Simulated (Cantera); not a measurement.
Charge: 1 mol C2H5OH, 9.2 mol H2, held at 13.3 mbar.

Cantera equilibrium calculation (NASA polynomials, part measured and part estimated; ideal gas, pure solids and liquids). Candidate condensed phases: C, C6H6, C7H8, C8H18, H2O; 110 gas species. Kinetics and transport are ignored.

**Question.** What share of the C ends up in condensed phases as a function of T (K), at 1900, 2000, 2100, 2200, 2300, 2400, 2500, 2600, 2700, 2800, 2900, 3000?

**Answer.** 
| T (K) | C condensed (%) | as |
|---|---|---|
| 1900 | 49.5 | C(graphite) |
| 2000 | 49.1 | C(graphite) |
| 2100 | 48.3 | C(graphite) |
| 2200 | 46.9 | C(graphite) |
| 2300 | 44.9 | C(graphite) |
| 2400 | 42.0 | C(graphite) |
| 2500 | 38.0 | C(graphite) |
| 2600 | 32.5 | C(graphite) |
| 2700 | 24.9 | C(graphite) |
| 2800 | 12.6 | C(graphite) |
| 2900 | 0.0 | - |
| 3000 | 0.0 | - |
